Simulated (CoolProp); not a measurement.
The fluid at 298.15 K and 1.06 MPa expands adiabatically to 0.311 MPa with isentropic efficiency 1. The same conditions are run with several fluids, on thermodynamics alone (safety and materials aside).

Computed with CoolProp (reference Helmholtz-energy equation of state of each fluid (CH2F2 (R32): Tillner-Roth 1997; normal hydrogen: Leachman 2009; ethylene: Smukala 2000; methane: Setzmann 1991; carbon dioxide: Span 1996)).

```csv
fluid,work (kJ/kg),final temperature (K),final phase,final density (kg/m³)
CH2F2 (R32),45.6,246.3,"two-phase, vapour fraction 0.954",9.05
normal hydrogen,___,___,gas,0.362
ethylene,90.4,228.1,gas,4.80
methane,161,220.9,gas,___
carbon dioxide,___,221.8,gas,___
```

Q: What belongs in the gaps?

A: 
- normal hydrogen, work (kJ/kg): 1270
- normal hydrogen, final temperature (K): 207.8
- methane, final density (kg/m³): 2.76
- carbon dioxide, work (kJ/kg): 57.0
- carbon dioxide, final density (kg/m³): 7.75
